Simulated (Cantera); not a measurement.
# Adiabatic ignition

An adiabatic, constant-volume homogeneous reactor starts with 2.64 % CH₄, 0.0949 % H₂, 10.2 % O₂, 87.0 % N₂, equivalence ratio 0.52, at 1525 K and 1.00 bar.

Cantera simulation using GRI-Mech 3.0 (53 species, 325 reactions); the numbers are that mechanism's predictions, not measurements.

```
t (s)     T (K)  P (bar)   x CH₄      x H₂    x O₂       x H    x C₂H₄     x N₂O      x CO
--------  -----  -------  ------  --------  ------  --------  --------  --------  --------
2.00e-6    1525     1.00  0.0264  0.000949   0.102   1.02e-8    <1e-12    <1e-12    <1e-12
5.49e-6    1525    1.000  0.0264  0.000949   0.102   1.21e-8    <1e-12    <1e-12  2.29e-12
1.51e-5    1525    1.000  0.0264  0.000950   0.102   1.37e-8  6.96e-12  1.77e-12  3.79e-11
4.13e-5    1525    1.000  0.0264  0.000950   0.102   1.82e-8  2.24e-10  9.80e-12  6.80e-10
0.000113   1525    1.000  0.0264  0.000950   0.102   3.58e-8   7.78e-9  5.90e-11   1.73e-8
0.000311   1525     1.00  0.0263  0.000953   0.102   1.49e-7   4.81e-7  3.23e-10   9.09e-7
0.000854   1532     1.00  0.0248   0.00118   0.101   3.33e-6   8.19e-5   2.86e-9  0.000212
0.00234    2230     1.46  <1e-12  0.000368  0.0485  0.000146    <1e-12   5.21e-7   0.00101
0.00643    2237     1.47  <1e-12  0.000281  0.0485   9.64e-5    <1e-12   4.56e-7  0.000747
0.0176     2236     1.47  <1e-12  0.000280  0.0482   9.56e-5    <1e-12   4.55e-7  0.000743
0.0484     2233     1.47  <1e-12  0.000277  0.0477   9.36e-5    <1e-12   4.53e-7  0.000733
0.133      2227     1.46  <1e-12  0.000271  0.0467   8.99e-5    <1e-12   4.52e-7  0.000715
0.364      2222     1.46  <1e-12  0.000265  0.0457   8.64e-5    <1e-12   4.54e-7  0.000698
1.00       2220     1.46  <1e-12  0.000264  0.0454   8.56e-5    <1e-12   4.55e-7  0.000694
```
x: mole fraction; the columns are a selection and need not sum to one.

```json
{
 "time_of_steepest_temperature_rise": "1.17 ms",
 "temperature at 1.00 s": "2220 K",
 "equilibrium_temperature": "2220 K",
 "x(CH₄) at 1.00 s": "<1e-12 (gas-phase equilibrium <1e-12)",
 "x(H₂) at 1.00 s": "0.000264 (gas-phase equilibrium 0.000264)",
 "x(O₂) at 1.00 s": "0.0454 (gas-phase equilibrium 0.0454)"
}
```
